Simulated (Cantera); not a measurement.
Input: 1 mol SiCl4, 3.8 mol HCl, 0.78 mol H2, at 1350 K and 100000 Pa.

These are equilibrium values from Cantera (NASA tables, ideal gas, pure condensed phases), not measurements of a reactor. Candidate condensed phases: Si; 19 gas species. The tables' values for SiCl3 are old estimates; treat these amounts as uncertain. The numbers say what is thermodynamically allowed, not how fast it happens.

Base state: HCl 0.685, SiCl4 0.174, H2 0.136, SiCl3 0.00257, SiHCl3 0.00198, SiCl2 0.000189 (mole fractions); condensed: gas only.

Task: What changes in the equilibrium state with this change: temperature from 1350 K to 698.15 K?

Result: 
```csv
species,before,after
HCl,0.685,0.681
SiCl4,0.174,0.179
H2,0.136,0.140
SiCl3,0.00257,1.28e-9
SiCl2,0.000189,<1e-9
```
